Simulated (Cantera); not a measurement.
Mixture: CH3OH : O2 : N2 = 1 : 2.21 : 6.18 (molar parts), at 1.00 atm, adiabatic and at constant volume. Ignition delay is the time to a rise of 400 K.

Detailed kinetics in Cantera: GRI-Mech 3.0 (53 species, 325 reactions). GRI-Mech 3.0 was tuned for natural gas; its chemistry of methanol as a main component is partial and can be far from experiment.

Problem. What does this change do: CH3OH 1 to 1.7 parts?

Solution. 
```tsv
quantity	before	after
delay at 1050 K	0.162 s	0.146 s
delay at 1150 K	22.2 ms	19.9 ms
delay at 1250 K	4.25 ms	3.77 ms
delay at 1350 K	1.07 ms	0.936 ms
delay at 1450 K	0.340 ms	0.291 ms
delay at 1550 K	0.131 ms	0.109 ms
delay at 1650 K	58.3 µs	47.4 µs
apparent activation energy between 1450 and 1650 K	180 kJ/mol	180 kJ/mol
```
